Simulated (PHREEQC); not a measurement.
Dissolve 0.86 mol NaOH, 0.17 mol H3BO3 and 1.1 mol NaCl per kg of water at 25 °C. Closed to the air; pH follows from the charge balance.

Computed with PHREEQC (Pitzer model, pitzer.dat).

Each row changes one thing in this solution. Precipitation was switched off in this run.

```csv
case,pH,B(OH)3 (mol/kgw),SI of NaBO2:4H2O (NaBO2:4H2O),SI of Halite (NaCl)
as made,13.63,2.73e-6,-1.54,-1.65
diluted 100-fold with water,11.77,4.27e-6,-4.93,-5.37
diluted 5-fold with water,12.96,3.80e-6,-2.62,?
diluted 10-fold with water,?,4.02e-6,-3.13,?
NaCl from 1.1 to 5.5 mol/kgw,13.58,9.70e-7,-1.49,-0.06
```

What belongs in the gaps?


- diluted 5-fold with water, SI of Halite (NaCl): -2.98
- diluted 10-fold with water, pH: 12.69
- diluted 10-fold with water, SI of Halite (NaCl): -3.52

In brines, pH and single-ion activities rest on the MacInnes convention.
